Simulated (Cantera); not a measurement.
Input: 1 mol Si3N4, 1.7 mol CO2, 120 mol H2, held at 1523.15 K and 1.10 Pa.

These are equilibrium values from Cantera (NASA tables, ideal gas, pure condensed phases), not measurements of a reactor. Candidate condensed phases: C, C6H6, C7H8, C8H18, H2O, Si, SiC, SiO2, Si2N2O, Si3N4; 151 gas species. Rates play no part.

Base state: H2 0.950, SiO 0.0185, N2 0.0159, CO 0.00855, H 0.00680, Si 0.000415 (mole fractions); condensed: SiC(s).

Question: What changes in the equilibrium state with this change: temperature from 1523.15 K to 1098.15 K?

Answer: 
```csv
species,before,after
H2,0.950,0.981
CO,0.00855,0.0139
N2,0.0159,0.00464
SiO,0.0185,1.98e-5
Si,0.000415,<1e-9
H,0.00680,7.41e-6
"SiC(s), mol",0.623,0
"SiO2(β-quartz), mol",0,0.132
"Si2N2O(s), mol",0,1.43
```
Mutual solubility and eutectic melting of coexisting phases are not modelled.
